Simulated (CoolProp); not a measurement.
Vapour-liquid equilibrium of R22 (1) + R123 (2) at 0.131 bar; x and y are mole fractions of (1).

The numbers come from the multi-fluid Helmholtz-energy mixture model, Kamei 1995 and Younglove 1994; pair parameters Bell 2016 in CoolProp.

| x | bubble temperature, mixture model (°C) | bubble temperature, Raoult's law (°C) | y, mixture model | y, Raoult's law |
|---|---|---|---|---|
| 0.05 | -31.6 | -32.1 | 0.554 | 0.571 |
| 0.125 | -44.3 | -44.2 | 0.821 | 0.821 |
| 0.2 | -52.3 | -51.6 | 0.909 | 0.905 |
| 0.275 | -57.8 | -56.8 | 0.947 | 0.942 |
| 0.35 | -61.9 | -60.7 | 0.966 | 0.962 |
| 0.425 | -65.0 | -63.8 | 0.977 | 0.974 |
| 0.5 | -67.4 | -66.4 | 0.984 | 0.982 |
| 0.575 | -69.4 | -68.5 | 0.988 | 0.987 |
| 0.65 | -71.0 | -70.4 | 0.991 | 0.991 |
| 0.725 | -72.5 | -72.0 | 0.994 | 0.994 |
| 0.8 | -73.7 | -73.5 | 0.996 | 0.996 |
| 0.875 | -74.9 | -74.8 | 0.998 | 0.998 |
| 0.95 | -76.0 | -76.0 | 0.999 | 0.999 |

The largest gap from Raoult's law is -1.2 K in bubble temperature, at x = 0.425. No azeotrope shows between x = 0.05 and 0.95.

The pair parameters rest on a limited set of measurements; away from them the model extrapolates. The gap from Raoult's law changes sign with composition, which may be real or a fault of the pair parameters; it wasn't checked against measurements.
